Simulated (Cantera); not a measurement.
Silicon etching in halogen gases: Si + Cl2

A closed system holds: 1 mol Si, 1.3 mol Cl2, at 748.15 K and 1.00 Torr.

Cantera equilibrium calculation (NASA polynomials, part measured and part estimated; ideal gas, pure solids and liquids). Candidate condensed phases: Si; 9 gas species. The tables' values for SiCl3 are old estimates; treat these amounts as uncertain. Rates play no part.

The x(SiCl4) is 1.000 and the x(SiCl3) comes out as 0.000429. The x(SiCl2) comes out as 3.47e-5, the n(Si(s)) is 0.350 mol and the gas amount is 0.6501 mol.
